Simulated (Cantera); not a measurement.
An isothermal, constant-pressure homogeneous reactor starts with CH4 : H2O : H2 = 1 : 1.3 : 0.1 (molar parts), at 1825 K and 0.987 atm. Integrator tolerance rtol = 1e-08.

Model: GRI-Mech 3.0 (53 species, 325 reactions), integrated in Cantera.

### Question
What does this change do: temperature 1825 to 1475 K?

### Answer
| quantity | before | after |
|---|---|---|
| x(CH4) at 2.00 s | 0.00141 (gas-phase equilibrium 2.20e-7) | 0.110 (gas-phase equilibrium 7.66e-6) |
| x(H2O) at 2.00 s | 0.0660 (gas-phase equilibrium 0.0631) | 0.395 (gas-phase equilibrium 0.0606) |
| x(H2) at 2.00 s | 0.706 (gas-phase equilibrium 0.709) | 0.377 (gas-phase equilibrium 0.712) |
| x(O) at 2.00 s | 9.75e-10 (gas-phase equilibrium 9.39e-10) | 1.15e-12 (gas-phase equilibrium <1e-12) |
| x(OH) at 2.00 s | 2.43e-6 (gas-phase equilibrium 2.32e-6) | 2.04e-7 (gas-phase equilibrium 2.46e-8) |
